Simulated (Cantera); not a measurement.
An isothermal, constant-pressure homogeneous reactor starts with CO : O2 : H2O : N2 = 0.0023 : 0.0034 : 0.00069 : 1 (molar parts), equivalence ratio 0.34, at 1400 K and 0.780 atm.

Computed with Cantera and GRI-Mech 3.0 (53 species, 325 reactions).

x: mole fraction; the columns are a selection and need not sum to one.

```csv
t (s),x CO,x O2,x H2O,x NO2,x CO2,x N2O
0.000200,0.00229,0.00338,0.000686,<1e-12,9.27e-10,<1e-12
0.000640,0.00229,0.00338,0.000686,<1e-12,3.39e-9,<1e-12
0.00205,0.00229,0.00338,0.000686,<1e-12,(withheld),8.53e-12
0.00654,0.00228,0.00337,0.000685,<1e-12,(withheld),(withheld)
0.0209,0.000751,0.00253,0.000575,2.20e-10,0.00154,3.47e-7
0.0669,7.65e-5,0.00226,0.000670,1.39e-9,0.00221,5.09e-7
0.214,8.08e-6,0.00224,0.000682,3.40e-9,0.00228,4.30e-7
0.684,9.23e-7,0.00224,0.000685,2.99e-9,0.00229,9.81e-8
2.19,1.64e-7,0.00224,0.000686,1.40e-9,0.00229,1.48e-8
7.00,6.25e-8,0.00224,0.000686,7.84e-10,0.00229,6.11e-9
```

Task: Fill in the missing entries.

Result: 
- 0.00205, x CO2: 2.54e-8
- 0.00654, x CO2: 4.39e-6
- 0.00654, x N2O: 1.63e-9
